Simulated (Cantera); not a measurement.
A Cantera script and its output.

```python
import numpy as np
import cantera as ct

gas = ct.Solution("gri30.yaml")
gas.TPX = 1150, 101325, {'N2O': 1, 'N2': 1.7}
inlet = ct.Reservoir(gas, clone=True)

reactor = ct.IdealGasConstPressureReactor(gas, energy="off", clone=False)
exhaust = ct.Reservoir(gas, clone=True)
tau = [5.5, 2.5, 1.2, 0.55, 0.26, 0.12, 0.056, 0.026, 0.012, 0.0056][0]
for a, b in ((inlet, reactor), (reactor, exhaust)):
    ct.MassFlowController(a, b, mdot=lambda t: reactor.mass / tau)
net = ct.ReactorNet([reactor])
show = ['N2O', 'NO', 'O', 'O2', 'NO2', 'N2']

rows = []
print(f"{'tau/s':>10s}{'T/K':>9s}" + "".join(f"{s:>11s}" for s in show))
for tau in [5.5, 2.5, 1.2, 0.55, 0.26, 0.12, 0.056, 0.026, 0.012, 0.0056]:
    net.initial_time = 0.0
    net.advance(30 * tau)
    before = gas.X
    net.advance(40 * tau)
    drift = np.max(np.abs(gas.X - before) / (gas.X + 1e-9))
    rows.append([gas.T, *gas[show].X, drift])
    print(f"{tau:10.3e}{gas.T:9.1f}" + "".join(f"{x:11.3e}" for x in gas[show].X))
```

Output:

```
     tau/s      T/K        N2O         NO          O         O2        NO2         N2
 5.500e+00   1150.0  1.701e-01  1.129e-02  4.987e-07  7.870e-02  1.406e-04  7.397e-01
 2.500e+00   1150.0  2.352e-01  8.440e-03  5.932e-07  5.273e-02  1.042e-04  7.036e-01
 1.200e+00   1150.0  2.871e-01  5.520e-03  6.619e-07  3.230e-02  6.725e-05  6.750e-01
 5.500e-01   1150.0  3.256e-01  3.080e-03  7.101e-07  1.730e-02  3.649e-05  6.540e-01
 2.600e-01   1150.0  3.474e-01  1.612e-03  7.365e-07  8.868e-03  1.810e-05  6.421e-01
 1.200e-01   1150.0  3.593e-01  7.850e-04  7.506e-07  4.269e-03  7.908e-06  6.356e-01
 5.600e-02   1150.0  3.651e-01  3.762e-04  7.571e-07  2.033e-03  3.110e-06  6.325e-01
 2.600e-02   1150.0  3.679e-01  1.770e-04  7.598e-07  9.525e-04  1.054e-06  6.310e-01
 1.200e-02   1150.0  3.692e-01  8.225e-05  7.605e-07  4.412e-04  3.042e-07  6.303e-01
 5.600e-03   1150.0  3.698e-01  3.847e-05  7.596e-07  2.060e-04  7.876e-08  6.299e-01
```

Model: GRI-Mech 3.0 (53 species, 325 reactions), integrated in Cantera. GRI-Mech 3.0 was tuned for natural gas; its chemistry of N2O as a main component is partial and can be far from experiment. The mechanism lacks the step 2 NO + O2 → 2 NO2, which can matter for NO2 below about 1400 K. The temperature is held fixed by assumption; the heat of reaction is taken as removed at once.
